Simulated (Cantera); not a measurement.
Source: NASA polynomial tables (part measured, part estimated), evaluated in Cantera. Values are per mole of reaction as written; species without (g) are pure solids or liquids, kept so even where they would boil at 1 bar.

2 PbS = 2 Pb(g) + S₂(g)

| T (K) | ΔH° (kJ) | ΔS° (J/K) | ΔG° (kJ) | log10 K | condensed phases |
|---|---|---|---|---|---|
| 1225 | 687.4 | 355.7 | 251.7 | -10.73 | PbS(s) |
| 1275 | … | … | … | … | PbS(s) |
| 1325 | … | … | … | … | PbS(s) |
| 1375 | … | … | … | … | PbS(s) |
| 1425 | … | … | … | … | PbS(l) |
| 1475 | 639.0 | 320.6 | 166.1 | -5.88 | PbS(l) |
| 1525 | 636.4 | 318.9 | 150.1 | -5.14 | PbS(l) |
| 1575 | 633.9 | 317.2 | 134.2 | -4.45 | PbS(l) |

Q: Fill in the missing entries.

A: 
- 1275, ΔH° (kJ): 685.6
- 1275, ΔS° (J/K): 354.2
- 1275, ΔG° (kJ): 234.0
- 1275, log10 K: -9.58
- 1325, ΔH° (kJ): 683.7
- 1325, ΔS° (J/K): 352.8
- 1325, ΔG° (kJ): 216.3
- 1325, log10 K: -8.53
- 1375, ΔH° (kJ): 681.8
- 1375, ΔS° (J/K): 351.3
- 1375, ΔG° (kJ): 198.7
- 1375, log10 K: -7.55
- 1425, ΔH° (kJ): 641.6
- 1425, ΔS° (J/K): 322.4
- 1425, ΔG° (kJ): 182.2
- 1425, log10 K: -6.68
